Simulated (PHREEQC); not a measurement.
Consider water at 25 °C with 0.028 mol/kgw HF, 0.01 mol/kgw CsF and 0.4 mol/kgw H3PO4. Closed to the air; pH follows from the charge balance.

All values are PHREEQC results (ion-association model, wateq4f.dat), not measurements.

This is a speciation only: nothing precipitates in the calculation.

**Question.** Predict the pH, activity of water, ionic strength.

**Answer.** pH 1.34; activity of water 0.992; ionic strength 0.0636 mol/kgw.

**Question.** In which forms is P present?

**Answer.** H3PO4 84 %, H2PO4- 16 % of the P.

wateq4f.dat counts part of the HF as a dimer, H2F2, which phreeqc.dat doesn't know; its constant is uncertain. H3PO4, which wateq4f.dat lacks, is added to it with the constant of phreeqc.dat.
